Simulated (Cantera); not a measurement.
What does this Cantera script print?

```python
import numpy as np
import cantera as ct

gas = ct.Solution("gri30.yaml", transport_model="mixture-averaged")
show = ['H2O', 'CH4', 'N2']

rows = []
print(f"{'T/K':>7s}{'rho':>11s}{'cp':>10s}{'mu':>11s}{'lambda':>11s}{'Pr':>7s}" + "".join(f"{'D_' + s:>11s}" for s in show))
for T in [400, 500, 600, 700, 800, 900]:
    gas.TPX = T, 310000, {'N2': 0.14, 'O2': 0.4}
    Pr = gas.cp_mass * gas.viscosity / gas.thermal_conductivity
    D = [gas.mix_diff_coeffs_mole[gas.species_index(s)] for s in show]
    rows.append([gas.density, gas.cp_mass, gas.viscosity, gas.thermal_conductivity, Pr, *D])
    print(f"{T:7g}{gas.density:11.4e}{gas.cp_mass:10.1f}{gas.viscosity:11.4e}"
          f"{gas.thermal_conductivity:11.4e}{Pr:7.3f}" + "".join(f"{d:11.4e}" for d in D))
print("SI units: kg/m3, J/kg/K, Pa s, W/m/K, m2/s")
```

Result:

```
    T/K        rho        cp         mu     lambda     Pr      D_H2O      D_CH4       D_N2
    400 2.8863e+00     966.0 2.4782e-05 3.3570e-02  0.713 1.3027e-05 1.2286e-05 1.1288e-05
    500 2.3090e+00     991.7 2.9034e-05 4.0580e-02  0.710 1.9846e-05 1.8113e-05 1.6566e-05
    600 1.9242e+00    1019.4 3.2918e-05 4.7394e-02  0.708 2.7769e-05 2.4767e-05 2.2586e-05
    700 1.6493e+00    1046.1 3.6529e-05 5.3962e-02  0.708 3.6706e-05 3.2191e-05 2.9300e-05
    800 1.4431e+00    1070.2 3.9930e-05 6.0285e-02  0.709 4.6584e-05 4.0342e-05 3.6668e-05
    900 1.2828e+00    1090.9 4.3163e-05 6.6380e-02  0.709 5.7345e-05 4.9184e-05 4.4661e-05
SI units: kg/m3, J/kg/K, Pa s, W/m/K, m2/s
```

Detailed kinetics in Cantera: GRI-Mech 3.0 (53 species, 325 reactions).
